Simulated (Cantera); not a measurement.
A Cantera script and its output.

```python
import numpy as np
import cantera as ct

gas = ct.Solution("gri30.yaml")
gas.TPX = 1400, 1000000, {'CH4': 1, 'H2': 0.28, 'O2': 5.35, 'N2': 20.1}
reactor = ct.IdealGasConstPressureReactor(gas, energy="on", clone=False)
net = ct.ReactorNet([reactor])
net.rtol, net.atol = 1e-08, 1e-16
show = ['CH4', 'H2', 'O2', 'C2H4', 'CO2', 'NO2']
times = np.geomspace(2e-06, 0.4, 16)

steps = ct.SolutionArray(gas, extra=["t"])
rows = []
print(f"{'t/s':>10s}{'T/K':>9s}{'P/Pa':>11s}" + "".join(f"{s:>11s}" for s in show))
for t in times:
    while net.time < t:
        t_next = net.step()
        steps.append(gas.state, t=t_next)
    rows.append([np.interp(t, steps.t, y) for y in (steps.T, steps.P, *steps(*show).X.T)])
    print(f"{t:10.3e}{rows[-1][0]:9.1f}{rows[-1][1]:11.4g}" + "".join(f"{x:11.3e}" for x in rows[-1][2:]))
rate = np.gradient(steps.T, steps.t)
print("integrator steps:", len(steps.t))
if steps.T.max() > steps.T[0] + 200:
    print(f"time of steepest temperature rise: {steps.t[rate.argmax()]:.4e} s")
gas.TPX = 1400, 1000000, {'CH4': 1, 'H2': 0.28, 'O2': 5.35, 'N2': 20.1}
gas.equilibrate("HP")
print(f"equilibrium (HP): T = {gas.T:.1f} K  " + "  ".join(f"{s} {gas[s].X[0]:.3e}" for s in show))
```

It prints:

```
       t/s      T/K       P/Pa        CH4         H2         O2       C2H4        CO2        NO2
 2.000e-06   1400.0      1e+06  3.741e-02  1.048e-02  2.001e-01  1.457e-12  8.412e-13  5.527e-21
 4.513e-06   1400.0      1e+06  3.741e-02  1.047e-02  2.001e-01  2.697e-11  9.258e-12  1.031e-19
 1.018e-05   1400.0      1e+06  3.741e-02  1.047e-02  2.001e-01  6.303e-10  1.668e-10  2.631e-18
 2.297e-05   1400.1      1e+06  3.738e-02  1.046e-02  2.001e-01  3.580e-08  8.883e-09  1.686e-16
 5.184e-05   1404.2      1e+06  3.667e-02  1.027e-02  1.996e-01  1.204e-05  2.706e-06  1.766e-13
 1.170e-04   2146.0      1e+06  3.219e-15  8.527e-04  1.219e-01  1.728e-20  2.814e-02  4.524e-08
 2.639e-04   2249.1      1e+06  9.372e-17  1.192e-04  1.199e-01  9.076e-27  3.728e-02  1.309e-07
 5.954e-04   2249.0      1e+06  3.204e-18  1.191e-04  1.199e-01  3.050e-28  3.728e-02  3.124e-07
 1.344e-03   2248.6      1e+06  7.110e-21  1.189e-04  1.198e-01  3.007e-31  3.728e-02  7.190e-07
 3.031e-03   2248.0      1e+06  4.759e-21  1.185e-04  1.196e-01  7.145e-32  3.728e-02  1.622e-06
 6.840e-03   2246.5      1e+06  4.216e-21  1.176e-04  1.193e-01  2.739e-32  3.728e-02  3.579e-06
 1.543e-02   2243.4      1e+06  4.007e-21  1.159e-04  1.186e-01  2.220e-32  3.729e-02  7.578e-06
 3.482e-02   2238.1      1e+06  3.669e-21  1.128e-04  1.174e-01  2.133e-32  3.730e-02  1.458e-05
 7.857e-02   2231.8      1e+06  3.299e-21  1.093e-04  1.159e-01  1.760e-32  3.731e-02  2.294e-05
 1.773e-01   2228.4      1e+06  3.114e-21  1.075e-04  1.152e-01  1.587e-32  3.732e-02  2.741e-05
 4.000e-01   2228.0      1e+06  3.093e-21  1.073e-04  1.151e-01  1.568e-32  3.732e-02  2.793e-05
integrator steps: 1747
time of steepest temperature rise: 1.1001e-04 s
equilibrium (HP): T = 2228.0 K  CH4 4.741e-21  H2 1.073e-04  O2 1.151e-01  C2H4 2.047e-32  CO2 3.732e-02  NO2 2.793e-05
```

Computed with Cantera and GRI-Mech 3.0 (53 species, 325 reactions).
